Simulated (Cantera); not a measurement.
Diamond growth

A diamond (100) surface in a fixed gas of H2 with x(CH4) = 0.0031, x(H) = 0.00023, x(CH3) = 0.0003, at 1050 K; coverages are run to steady state.

Model: the Harris–Goodwin 1993 mechanism for the reconstructed diamond (100) surface, integrated in Cantera.

```json
[
 {"P (Pa)": "300", "growth (µm/h)": "0.0191", "θ c6HH": "0.572", "θ c6H*": "0.0213", "θ c6*H": "0.382", "θ c6**": "0.00699", "θ c6HM": "0.00989"},
 {"P (Pa)": "540", "growth (µm/h)": "0.0474", "θ c6HH": "0.566", "θ c6H*": "0.0211", "θ c6*H": "0.378", "θ c6**": "0.00691", "θ c6HM": "0.0173"},
 {"P (Pa)": "950", "growth (µm/h)": "0.120", "θ c6HH": "0.556", "θ c6H*": "0.0207", "θ c6*H": "0.371", "θ c6**": "0.00679", "θ c6HM": "0.0291"},
 {"P (Pa)": "1700", "growth (µm/h)": "0.318", "θ c6HH": "0.541", "θ c6H*": "0.0201", "θ c6*H": "0.360", "θ c6**": "0.00659", "θ c6HM": "0.0480"},
 {"P (Pa)": "3000", "growth (µm/h)": "0.820", "θ c6HH": "0.519", "θ c6H*": "0.0193", "θ c6*H": "0.345", "θ c6**": "0.00631", "θ c6HM": "0.0748"},
 {"P (Pa)": "5300", "growth (µm/h)": "2.04", "θ c6HH": "0.491", "θ c6H*": "0.0182", "θ c6*H": "0.325", "θ c6**": "0.00594", "θ c6HM": "0.109"},
 {"P (Pa)": "9400", "growth (µm/h)": "4.80", "θ c6HH": "0.459", "θ c6H*": "0.0169", "θ c6*H": "0.303", "θ c6**": "0.00554", "θ c6HM": "0.148"},
 {"P (Pa)": "17000", "growth (µm/h)": "10.8", "θ c6HH": "0.428", "θ c6H*": "0.0157", "θ c6*H": "0.281", "θ c6**": "0.00513", "θ c6HM": "0.187"}
]
```
θ: site fractions in the mechanism's names (c6HH fully hydrogenated, c6H* and c6*H radical sites, c6** diradical, c6HM methylated).
